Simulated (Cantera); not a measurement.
Input: 1 mol SiH2Cl2, 0.035 mol C3H8, 550 mol H2, 0.33 mol C2H2, held at 2.50 mbar.

Method: chemical equilibrium by Gibbs-energy minimisation in Cantera with the NASA 1993 tables (ideal gas, pure condensed phases). Candidate condensed phases: C, C6H6, C7H8, C8H18, Si, SiC; 109 gas species. Kinetics and transport are ignored.

### Question
At 1677 °C, list the 6 most abundant gas species with their mole fractions, and the condensed phases.

### Answer
H2 0.973, H 0.0226, HCl 0.00351, Si 0.000737, C2H2 (acetylene) 0.000183, Cl 6.11e-5. Condensed: SiC(s).
